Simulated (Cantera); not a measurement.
**Equilibrium for silicon epitaxy and polysilicon growth: SiCl4 + Cl2 + H2**

Charge: 1 mol SiCl4, 0.016 mol Cl2, 130 mol H2, equilibrated at 1500 K and 1.50 bar.

Cantera equilibrium calculation (NASA polynomials, part measured and part estimated; ideal gas, pure solids and liquids). Candidate condensed phases: Si; 19 gas species. The tables' values for SiCl3 are old estimates; treat these amounts as uncertain. Kinetics and transport are ignored.

* **x(H2)**: 0.972
* **x(HCl)**: 0.0251
* **x(SiCl2)**: 0.00207
* **x(SiCl3)**: 0.000161
* **x(SiHCl3)**: 0.000159
* **x(SiH2Cl2)**: 0.000102
* **x(SiCl4)**: 3.96e-5
* **x(SiH3Cl)**: 1.91e-5
* **x(H)**: 1.42e-5
* **n(Si(s))**: 0.662 mol
* **gas amount**: 132.0 mol
